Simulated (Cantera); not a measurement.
An adiabatic, constant-volume homogeneous reactor starts with CH4 : H2 : O2 : N2 = 1 : 0.036 : 3.15 : 11.9 (molar parts), at 1325 K and 0.830 bar.

Detailed kinetics in Cantera: GRI-Mech 3.0 (53 species, 325 reactions).

One state of this run: T (K) = 2636; P (bar) = 1.68; x CH4 = <1e-12; x H2 = 0.00386; x O2 = 0.0634; x CH2CO = <1e-12; x NO = 0.0152; x CH2O = 2.92e-11; x OH = 0.0150. x: mole fraction; the columns are a selection and need not sum to one.

**Question.** Which value of t (s) does it belong to?
A) 5.58e-5
B) 0.00156
C) 0.0435
D) 0.000514

**Answer.** C, 0.0435
